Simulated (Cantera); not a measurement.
Adiabatic ignition

An adiabatic, constant-pressure homogeneous reactor starts with 3.44 % CH4, 4.47 % O2, 92.1 % N2, equivalence ratio 1.5, at 1600 K and 1.01 bar.

Computed with Cantera and GRI-Mech 3.0 (53 species, 325 reactions).

| t (s) | T (K) | x CH4 | x O2 | x CH3 | x CH2O | x CO2 |
|---|---|---|---|---|---|---|
| 6.00e-6 | 1600 | 0.0344 | 0.0447 | 9.42e-7 | 5.51e-9 | 3.31e-12 |
| 2.11e-5 | 1600 | 0.0344 | 0.0447 | 3.75e-6 | 8.34e-8 | 7.76e-11 |
| 7.40e-5 | 1600 | 0.0343 | 0.0447 | 1.48e-5 | 1.23e-6 | 2.12e-9 |
| 0.000260 | 1600 | 0.0343 | 0.0446 | 6.40e-5 | 1.88e-5 | 9.52e-8 |
| 0.000912 | 1602 | 0.0333 | 0.0442 | 0.000271 | 0.000244 | 6.68e-6 |
| 0.00320 | 1966 | <1e-12 | 8.93e-5 | <1e-12 | 2.02e-10 | 0.0101 |
| 0.0112 | 1994 | <1e-12 | 3.34e-6 | <1e-12 | 2.22e-10 | 0.00986 |
| 0.0395 | 1998 | <1e-12 | 4.15e-7 | <1e-12 | 2.26e-10 | 0.00981 |
| 0.139 | 1999 | <1e-12 | 2.93e-7 | <1e-12 | 2.27e-10 | 0.00981 |
| 0.487 | 1999 | <1e-12 | 2.94e-7 | <1e-12 | 2.27e-10 | 0.00981 |
| 1.71 | 1999 | <1e-12 | 2.94e-7 | <1e-12 | 2.27e-10 | 0.00982 |
| 6.00 | 1999 | <1e-12 | 2.94e-7 | <1e-12 | 2.26e-10 | 0.00982 |
x: mole fraction; the columns are a selection and need not sum to one.

```json
{
 "time_of_steepest_temperature_rise": "2.14 ms",
 "temperature at 6.00 s": "1999 K",
 "equilibrium_temperature": "1999 K",
 "x(CH4) at 6.00 s": "<1e-12 (gas-phase equilibrium <1e-12)",
 "x(O2) at 6.00 s": "2.94e-7 (gas-phase equilibrium 2.94e-7)",
 "x(CH3) at 6.00 s": "<1e-12 (gas-phase equilibrium <1e-12)"
}
```
